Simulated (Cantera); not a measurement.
Input: 1 mol BN, 2.9 mol N₂, equilibrated at 1000 Pa.

Method: chemical equilibrium by Gibbs-energy minimisation in Cantera with the NASA 1993 tables (ideal gas, pure condensed phases). Candidate condensed phases: B, BN; 5 gas species. The numbers say what is thermodynamically allowed, not how fast it happens.

### Question
What share of the B ends up in condensed phases as a function of T (K), at 1975, 2075, 2175, 2275, 2375, 2475, 2575?

### Answer
```json
[
 {"T (K)": "1975", "B condensed (%)": "100.0", "as": "BN(s)"},
 {"T (K)": "2075", "B condensed (%)": "100.0", "as": "BN(s)"},
 {"T (K)": "2175", "B condensed (%)": "100.0", "as": "BN(s)"},
 {"T (K)": "2275", "B condensed (%)": "99.9", "as": "BN(s)"},
 {"T (K)": "2375", "B condensed (%)": "99.1", "as": "B(l)"},
 {"T (K)": "2475", "B condensed (%)": "97.6", "as": "B(l)"},
 {"T (K)": "2575", "B condensed (%)": "93.8", "as": "B(l)"}
]
```
